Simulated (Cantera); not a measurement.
Input (Python, Cantera) and output of one run.

```python
import numpy as np
import cantera as ct

gas_names = """
    N NO NO2 NO3 N2 N2O O O2 O3 Zr ZrN ZrO ZrO2
""".split()
cond_names = """
    Zr(a) Zr(b) Zr(L) ZrN(s) ZrN(L) ZrO2(a) ZrO2(b) ZrO2(L)
""".split()


def load(file, names, dense=False):
    # The tables refer to 1 bar. Condensed volumes are neglected.
    table = {s.name: s for s in ct.Species.list_from_file(file)}
    out = []
    for n in names:
        d = dict(table[n].input_data)
        d["thermo"] = dict(d["thermo"], **{"reference-pressure": 1e5})
        if dense:
            d["equation-of-state"] = {"model": "constant-volume", "density": "1e6 g/cm^3"}
        out.append(ct.Species.from_dict(d))
    return out


gas = ct.Solution(thermo="ideal-gas", species=load("nasa_gas.yaml", gas_names))
cond = {s.name: ct.Solution(thermo="fixed-stoichiometry", species=[s], name=s.name)
        for s in load("nasa_condensed.yaml", cond_names, dense=True)}
atoms = {
    'Zr': {'Zr': 1},
    'O2': {'O': 2},
    'N2': {'N': 2},
}
top_T = {}  # K; cautious upper limits of use, not melting points


def equilibrate(T, P, feed):
    n = {}
    for name, mol in feed.items():
        for a, k in atoms[name].items():
            n[a] = n.get(a, 0.0) + k * mol
    gas.TPX = T, P, n
    mass = sum(n.values()) * gas.mean_molecular_weight
    gas.equilibrate("TP")
    valid = [c for c in cond.values() if c.min_temp <= T <= top_T.get(c.name, c.max_temp)]
    mix = ct.Mixture([(gas, mass / gas.mean_molecular_weight)] + [(c, 0.0) for c in valid])
    mix.T, mix.P = T, P
    mix.equilibrate("TP", solver="vcs", rtol=1e-11, max_steps=5000)
    return mix


results = []
feed = {'Zr': 1, 'O2': 3.1, 'N2': 14}  # mol
T = 2800  # K
P = 68000  # Pa
mix = equilibrate(T, P, feed)
results.append((T, P, feed, dict(zip(mix.species_names, mix.species_moles))))
print(gas.report(threshold=0.001))
for i in range(1, mix.n_phases):
    print(f"{mix.phase(i).name:16s} {mix.phase_moles(i):12.5e} mol")
```

It prints:

```
       temperature   2800 K
          pressure   68000 Pa
           density   0.082463 kg/m^3
  mean mol. weight   28.232 kg/kmol
   phase of matter   gas

                          1 kg             1 kmol
                     ---------------   ---------------
          enthalpy        3.2932e+06        9.2973e+07  J
   internal energy        2.4686e+06        6.9692e+07  J
           entropy            9683.5        2.7338e+05  J/K
    Gibbs function       -2.3821e+07        -6.725e+08  J
 heat capacity c_p            1307.1             36901  J/K
 heat capacity c_v            1012.5             28586  J/K

                      mass frac. Y      mole frac. X     chem. pot. / RT
                     ---------------   ---------------   ---------------
                NO          0.028645          0.026952           -30.667
                N2           0.84025           0.84679           -28.679
                 O          0.012086          0.021328           -16.328
                O2           0.11888           0.10489           -32.656
     [   +9 minor]        0.00013737        4.2447e-05

Zr(L)             0.00000e+00 mol
ZrN(s)            0.00000e+00 mol
ZrO2(b)           9.99567e-01 mol
```

Equilibrium computed with Cantera from the NASA thermochemical tables; the gas is ideal and each condensed phase is pure.
